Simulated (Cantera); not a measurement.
An adiabatic, constant-volume homogeneous reactor starts with CH₄ : C₂H₆ : C₃H₈ : O₂ : N₂ = 1 : 0.21 : 0.12 : 7.1 : 67.4 (molar parts), at 1800 K and 2.17 atm. Integrator tolerance rtol = 1e-08.

Model: GRI-Mech 3.0 (53 species, 325 reactions), integrated in Cantera.

```json
[
 {"quantity": "time of steepest temperature rise", "before": "15.2 µs", "after": "44.7 µs"},
 {"quantity": "temperature at 8.00 s", "before": "2353 K", "after": "2333 K"},
 {"quantity": "equilibrium temperature", "before": "2353 K", "after": "2333 K"},
 {"quantity": "x(CH₄) at 8.00 s", "before": "<1e-12 (gas-phase equilibrium <1e-12)", "after": "<1e-12 (gas-phase equilibrium <1e-12)"},
 {"quantity": "x(C₂H₆) at 8.00 s", "before": "<1e-12 (gas-phase equilibrium <1e-12)", "after": "<1e-12 (gas-phase equilibrium <1e-12)"},
 {"quantity": "x(C₃H₈) at 8.00 s", "before": "<1e-12 (gas-phase equilibrium <1e-12)", "after": "<1e-12 (gas-phase equilibrium <1e-12)"},
 {"quantity": "x(H₂O) at 8.00 s", "before": "0.0390 (gas-phase equilibrium 0.0390)", "after": "0.0382 (gas-phase equilibrium 0.0382)"},
 {"quantity": "x(O) at 8.00 s", "before": "0.000838 (gas-phase equilibrium 0.000838)", "after": "0.00148 (gas-phase equilibrium 0.00148)"},
 {"quantity": "x(CH₂) at 8.00 s", "before": "<1e-12 (gas-phase equilibrium <1e-12)", "after": "<1e-12 (gas-phase equilibrium <1e-12)"},
 {"quantity": "x(C₂H₂) at 8.00 s", "before": "<1e-12 (gas-phase equilibrium <1e-12)", "after": "<1e-12 (gas-phase equilibrium <1e-12)"}
]
```

Problem. Which change was made?
A. pressure from 2.17 atm to 0.563 atm
B. initial temperature 1800 to 1175 K
C. O2 7.1 to 13 parts
D. initial temperature 1800 to 975 K

Solution. A, pressure from 2.17 atm to 0.563 atm
